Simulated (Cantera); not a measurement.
An adiabatic, constant-pressure homogeneous reactor starts with CH4 : O2 : N2 : CO2 = 1 : 3.33 : 12.5 : 3.3 (molar parts), equivalence ratio 0.60, at 1798 K and 48000 Pa. Integrator tolerance rtol = 1e-08.

Cantera simulation using GRI-Mech 3.0 (53 species, 325 reactions); the numbers are that mechanism's predictions, not measurements.

Task: What does this change do: N2 12.5 to 21 parts?

Result: 
```tsv
quantity	before	after
time of steepest temperature rise	0.256 ms	0.331 ms
temperature at 2.00 s	2442 K	2335 K
equilibrium temperature	2442 K	2335 K
x(CH4) at 2.00 s	<1e-12 (gas-phase equilibrium <1e-12)	<1e-12 (gas-phase equilibrium <1e-12)
x(O2) at 2.00 s	0.0697 (gas-phase equilibrium 0.0697)	0.0471 (gas-phase equilibrium 0.0471)
x(CO2) at 2.00 s	0.182 (gas-phase equilibrium 0.182)	0.136 (gas-phase equilibrium 0.136)
x(C2H2) at 2.00 s	<1e-12 (gas-phase equilibrium <1e-12)	<1e-12 (gas-phase equilibrium <1e-12)
x(HO2) at 2.00 s	4.21e-6 (gas-phase equilibrium 4.21e-6)	1.98e-6 (gas-phase equilibrium 1.98e-6)
x(H2O) at 2.00 s	0.0893 (gas-phase equilibrium 0.0893)	0.0650 (gas-phase equilibrium 0.0650)
x(NO) at 2.00 s	0.0105 (gas-phase equilibrium 0.0105)	0.00767 (gas-phase equilibrium 0.00767)
```

Task: What does this change do: initial temperature 1798 to 1325 K?

Result: 
```
quantity                                                            before                                    after
---------------------------------  ---------------------------------------  ---------------------------------------
time of steepest temperature rise                                 0.256 ms                                  15.2 ms
temperature at 2.00 s                                               2442 K                                   2190 K
equilibrium temperature                                             2442 K                                   2190 K
x(CH4) at 2.00 s                     <1e-12 (gas-phase equilibrium <1e-12)    <1e-12 (gas-phase equilibrium <1e-12)
x(O2) at 2.00 s                      0.0697 (gas-phase equilibrium 0.0697)    0.0648 (gas-phase equilibrium 0.0648)
x(CO2) at 2.00 s                       0.182 (gas-phase equilibrium 0.182)      0.206 (gas-phase equilibrium 0.206)
x(C2H2) at 2.00 s                    <1e-12 (gas-phase equilibrium <1e-12)    <1e-12 (gas-phase equilibrium <1e-12)
x(HO2) at 2.00 s                   4.21e-6 (gas-phase equilibrium 4.21e-6)  1.93e-6 (gas-phase equilibrium 1.93e-6)
x(H2O) at 2.00 s                     0.0893 (gas-phase equilibrium 0.0893)    0.0960 (gas-phase equilibrium 0.0960)
x(NO) at 2.00 s                      0.0105 (gas-phase equilibrium 0.0105)  0.00605 (gas-phase equilibrium 0.00608)
```
